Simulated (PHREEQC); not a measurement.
**Ultrapure water in contact with air or piping (model solution)**

Model water analysis in mmol/kgw, 25 °C, pH 5.99, pe 11.8:

| constituent | mmol/kgw |
|---|---|
| Na | 0.000617 |
| K | 0.000105 |
| Ca | 0.000193 |
| Mg | 5.5e-05 |
| Cl | 0.00084 |
| S(6) | 8.2e-05 |
| Alkalinity (meq/kgw) | 0.000207 |
| Pb | 1.9e-06 |
| Si | 2.76e-05 |

Valence states are taken as typed.

Equilibrium calculation in PHREEQC: ion-association model, phreeqc.dat.

Precipitation was switched off in this run.

**Question.** What ionic strength does the model give?

**Answer.** ionic strength 2.57e-6 mol/kgw.

**Question.** In which forms is Pb present?

**Answer.** Pb+2 98 %, PbOH+ 1.9 % of the Pb.
